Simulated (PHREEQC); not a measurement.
Solution (80 °C): 0.0021 mol/kgw HF, 0.0097 mol/kgw NH4HF2 and 3.2e-06 mol/kgw H4SiO4. Closed to the air; pH follows from the charge balance.

All values are PHREEQC results (ion-association model, wateq4f.dat), not measurements.

```tsv
quantity	before	after
pH	3.54	4.22
ionic strength (mol/kgw)	0.0100	0.0173
F- (mol/kgw)	0.00957	0.0170
HF2- (mol/kgw)	0.000450	0.000283
H2F2 (mol/kgw)	3.57e-5	4.46e-6
```

**Question.** What was changed between the two runs?
A) H4SiO4 left out
B) 0.007 mol/kgw H2SiF6 added
C) 0.0038 mol/kgw Na2CO3 added
D) NH4HF2 from 0.0097 to 0.0194 mol/kgw

**Answer.** C, 0.0038 mol/kgw Na2CO3 added

No solid was allowed to form. Constants without temperature data keep their 25 °C values here. SiF6-2 is the database's only silicon fluoride.
